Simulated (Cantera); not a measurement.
A freely propagating, adiabatic, planar premixed flame of 12.0 % CH₄, 18.5 % O₂, 69.5 % N₂, equivalence ratio 1.3, unburnt at 400 K and 9.87 atm; mixture-averaged transport, grid criteria slope 0.08 and curve 0.16, no radiation.

Cantera simulation using GRI-Mech 3.0 (53 species, 325 reactions); the numbers are that mechanism's predictions, not measurements. Burning velocities carry a grid error of a few per cent, more on coarse grids.

Predict: laminar burning velocity; thermal thickness; peak x(HCO); peak x(C₂H₆); peak x(HCN); peak x(HO₂).


| Quantity | Result |
|---|---|
| laminar burning velocity | 13.5 cm/s |
| thermal thickness | 0.147 mm |
| peak x(HCO) | 3.18e-6 |
| peak x(C₂H₆) | 0.000955 |
| peak x(HCN) | 2.06e-5 |
| peak x(HO₂) | 0.000123 |
